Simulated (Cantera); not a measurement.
Mixture: CH₄ : O₂ : N₂ = 1 : 2.63 : 9.89 (molar parts), equivalence ratio 0.76, at 0.987 atm, adiabatic and at constant volume. Ignition delay is the time to a rise of 400 K.

Model: GRI-Mech 3.0 (53 species, 325 reactions), integrated in Cantera.

Q: Predict: delay at 1200 K; delay at 1300 K; delay at 1400 K; delay at 1500 K; delay at 1600 K; delay at 1700 K; apparent activation energy between 1500 and 1700 K.

A: 
* **delay at 1200 K**: 38.2 ms
* **delay at 1300 K**: 9.75 ms
* **delay at 1400 K**: 2.90 ms
* **delay at 1500 K**: 1.01 ms
* **delay at 1600 K**: 0.416 ms
* **delay at 1700 K**: 0.197 ms
* **apparent activation energy between 1500 and 1700 K**: 170 kJ/mol
